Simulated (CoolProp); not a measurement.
A single-stage vapour-compression cycle with n-perfluorobutane: evaporating at 303.15 K (dew point), condensing at 336.15 K (bubble point), superheat 8 K, subcooling 0 K, compressor efficiency 0.75, no pressure losses. Each further row changes one setting.

The numbers come from the reference Helmholtz-energy equation of state, Gao 2022 in CoolProp.

```json
[
 {"case": "as stated", "cooling COP": "4.85", "pressure ratio": "2.48", "discharge temperature (K)": "336.1", "refrigerating effect (kJ/kg)": "54.1", "volumetric capacity (kJ/m³)": "1730"},
 {"case": "evaporating temperature 308.15 K", "cooling COP": "6.16", "pressure ratio": "2.13", "discharge temperature (K)": "336.1", "refrigerating effect (kJ/kg)": "58.0", "volumetric capacity (kJ/m³)": "2150"},
 {"case": "condensing temperature 331.15 K", "cooling COP": "…", "pressure ratio": "…", "discharge temperature (K)": "331.1", "refrigerating effect (kJ/kg)": "…", "volumetric capacity (kJ/m³)": "1930"},
 {"case": "subcooling 5 K", "cooling COP": "5.40", "pressure ratio": "2.48", "discharge temperature (K)": "336.1", "refrigerating effect (kJ/kg)": "60.3", "volumetric capacity (kJ/m³)": "1930"},
 {"case": "superheat 18 K", "cooling COP": "5.30", "pressure ratio": "2.48", "discharge temperature (K)": "340.1", "refrigerating effect (kJ/kg)": "63.2", "volumetric capacity (kJ/m³)": "1930"},
 {"case": "compressor efficiency 0.65", "cooling COP": "…", "pressure ratio": "2.48", "discharge temperature (K)": "336.1", "refrigerating effect (kJ/kg)": "54.1", "volumetric capacity (kJ/m³)": "1730"}
]
```

Task: Fill in the missing entries.

Result: 
- condensing temperature 331.15 K, cooling COP: 6.17
- condensing temperature 331.15 K, pressure ratio: 2.19
- condensing temperature 331.15 K, refrigerating effect (kJ/kg): 60.2
- compressor efficiency 0.65, cooling COP: 4.20

The compression ends wet for: as stated; evaporating temperature 308.15 K; condensing temperature 331.15 K; subcooling 5 K; compressor efficiency 0.65.
